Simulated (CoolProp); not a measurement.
Vapour-liquid equilibrium of n-heptane (1) + n-dodecane (2) at 1.1 bar; x and y are mole fractions of (1).

Model: multi-fluid Helmholtz-energy mixture model, Span 2003 and Lemmon 2004; pair parameters Bell 2016, in CoolProp.

Question: Give the bubble temperature and the first vapour's composition at x = 0.45, 0.75, 0.85. Is there an azeotrope?

Answer: x = 0.45: 131.2 °C, y = 0.958; x = 0.75: 111.4 °C, y = 0.991; x = 0.85: 107.0 °C, y = 0.995. No azeotrope shows between x = 0.05 and 0.95.

Pair parameters are fitted to limited data, so mixtures are less certain than the pure fluids.
